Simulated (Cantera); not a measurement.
A closed system holds: 1 mol Si, 8.8 mol HCl, 0.71 mol N2, held at 1075 °C and 81000 Pa.

These are equilibrium values from Cantera (NASA tables, ideal gas, pure condensed phases), not measurements of a reactor. The tables' values for SiCl3 are old estimates; treat these amounts as uncertain. Rates play no part.

| species | before | after |
|---|---|---|
| HCl | 0.569 | 0.421 |
| H2 | 0.230 | 0.305 |
| SiCl4 | 0.112 | 0.145 |
| N2 | 0.0833 | 0.117 |
| SiH2Cl2 | 8.57e-6 | 3.57e-5 |
| SiCl2 | 0.000353 | 0.00111 |
| SiHCl3 | 0.00256 | 0.00595 |
| SiCl3 | 0.00280 | 0.00565 |
| Si3N4(s), mol | 0 | 0.146 |
Gas species are given as mole fractions.

Name the change that produced these shifts.
(A) temperature from 1075 °C to 752 °C
(B) HCl from 8.8 to 17 mol
(C) HCl from 8.8 to 3.7 mol
(D) HCl from 8.8 to 14 mol

C, HCl from 8.8 to 3.7 mol. N2 is the only nitrogen source here; it is nearly inert below about 1500 K, so the nitride shown seldom forms there in practice
